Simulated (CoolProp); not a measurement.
Saturation properties of isopentane.

Values from CoolProp's reference Helmholtz-energy equation of state, Lemmon 2006. It is a short technical equation, of lower accuracy than the large ones.

```csv
T (K),p (MPa),liquid density (kg/m³),vapour density (kg/m³),enthalpy of vaporisation (kJ/kg),liquid cp (kJ/(kg K))
225.7,0.002648,684.0,0.1021,395.5,1.943
242.6,0.007566,668.5,0.2725,384.3,2.012
259.4,0.01836,652.8,0.6225,373.1,2.085
276.2,0.03935,636.8,1.265,361.5,2.164
293,0.07624,620.2,2.343,349.3,2.247
309.8,0.1361,602.9,4.031,336.3,2.336
326.6,0.2272,584.8,6.543,322.3,2.432
343.4,0.3587,565.6,10.14,306.8,2.535
360.2,0.5407,545.0,15.17,289.6,2.649
377,0.7839,522.6,22.10,270.1,2.781
393.8,1.100,497.6,31.65,247.5,2.940
410.6,1.502,468.9,45.05,220.7,3.152
```

It boils at 301.0 K under 1 atm.
